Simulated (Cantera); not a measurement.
**Equilibrium for carbon deposition, reforming and gasification: toluene + H2O + H2 + CO2**

Input: 1 mol toluene, 0.17 mol H2O, 1.1 mol H2, 0.61 mol CO2, at 1873.15 K.

These are equilibrium values from Cantera (NASA tables, ideal gas, pure condensed phases), not measurements of a reactor. Candidate condensed phases: C, C6H6, C7H8, C8H18, H2O; 110 gas species. The ideal-gas law is rough above about 30 bar. Rates play no part.

From 10.0 Pa to 100 bar the condensed part is C(graphite). The main C-bearing gas is CO throughout.

```csv
P (Pa),log p H2,log p CO,log p H,log p CH4,n C(graphite)
10,-4.13,-4.69,-5.25,-11.48,6.22
160,-2.90,-3.48,-4.64,-9.02,6.22
2500,-1.71,-2.28,-4.04,-6.63,6.22
40000,-0.50,-1.08,-3.44,-4.22,6.22
630000,0.70,0.12,-2.84,-1.82,6.20
10000000,1.87,1.33,-2.25,0.53,6.02
```
log p: log10 of the partial pressure in bar; n: condensed amount in mol.
